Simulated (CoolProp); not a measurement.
A closed Brayton cycle with dry air: compressor inlet 322.15 K and 4.8 MPa, high pressure 12.4 MPa, turbine inlet 930 K, compressor efficiency 0.85, turbine efficiency 0.9, recuperator effectiveness 0.95 (on enthalpy, no pinch check). Each further row changes one setting.

Model: reference Helmholtz-energy equation of state, Lemmon 2000, in CoolProp. It is a pseudo-pure fit of the blend.

```csv
case,thermal efficiency (%),net work (kJ/kg),compressor to turbine work,compressor exit (K),turbine exit (K)
as stated,[?],86.8,0.58,441.1,747.1
turbine inlet 880 K,35.1,[?],[?],441.1,[?]
compressor inlet 332.15 K,36.4,82.9,[?],454.6,747.1
high pressure 10.5 MPa,39.2,77.7,[?],[?],[?]
recuperator effectiveness 0.5,23.1,86.8,0.58,441.1,747.1
```

Complete the blanks.


- as stated, thermal efficiency (%): 38.0
- turbine inlet 880 K, net work (kJ/kg): 75.6
- turbine inlet 880 K, compressor to turbine work: 0.62
- turbine inlet 880 K, turbine exit (K): 705.4
- compressor inlet 332.15 K, compressor to turbine work: 0.60
- high pressure 10.5 MPa, compressor to turbine work: 0.56
- high pressure 10.5 MPa, compressor exit (K): 417.9
- high pressure 10.5 MPa, turbine exit (K): 776.5
